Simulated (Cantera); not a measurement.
Feed: 1 mol Si, 11 mol HF, 0.15 mol N₂, 3.3 mol SF₆, held at 0.133 bar.

Equilibrium computed with Cantera from the NASA thermochemical tables; the gas is ideal and each condensed phase is pure. Candidate condensed phases: S, Si, Si₃N₄; 52 gas species. The tables' values for SF₃, SF₅ are old estimates; treat these amounts as uncertain. Rates play no part.

log p: log10 of the partial pressure in bar; nothing condenses.

```json
[
 {"T (K)": "1000", "log p HF": "-1.02", "log p SF₄": "-1.77", "log p F": "-7.51", "log p SF₆": "-1.95", "log p SiF₄": "-2.06", "log p SF₃": "-4.31"},
 {"T (K)": "1100", "log p HF": "-1.02", "log p SF₄": "-1.77", "log p F": "-6.04", "log p SF₆": "-1.95", "log p SiF₄": "-2.06", "log p SF₃": "-4.17"},
 {"T (K)": "1200", "log p HF": "-1.02", "log p SF₄": "-1.77", "log p F": "-4.81", "log p SF₆": "-1.95", "log p SiF₄": "-2.06", "log p SF₃": "-4.05"},
 {"T (K)": "1300", "log p HF": "-1.02", "log p SF₄": "-1.77", "log p F": "-3.78", "log p SF₆": "-1.95", "log p SiF₄": "-2.06", "log p SF₃": "-3.95"},
 {"T (K)": "1400", "log p HF": "-1.03", "log p SF₄": "-1.76", "log p F": "-2.91", "log p SF₆": "-1.98", "log p SiF₄": "-2.07", "log p SF₃": "-3.84"},
 {"T (K)": "1500", "log p HF": "-1.04", "log p SF₄": "-1.72", "log p F": "(withheld)", "log p SF₆": "(withheld)", "log p SiF₄": "-2.08", "log p SF₃": "-3.64"},
 {"T (K)": "1600", "log p HF": "-1.08", "log p SF₄": "-1.66", "log p F": "(withheld)", "log p SF₆": "(withheld)", "log p SiF₄": "-2.12", "log p SF₃": "-3.25"},
 {"T (K)": "1700", "log p HF": "-1.10", "log p SF₄": "-1.68", "log p F": "-1.67", "log p SF₆": "-3.49", "log p SiF₄": "-2.14", "log p SF₃": "-2.76"}
]
```

Q: Fill in the missing entries.

A: 
- 1500, log p F: -2.22
- 1500, log p SF₆: -2.11
- 1600, log p F: -1.82
- 1600, log p SF₆: -2.58
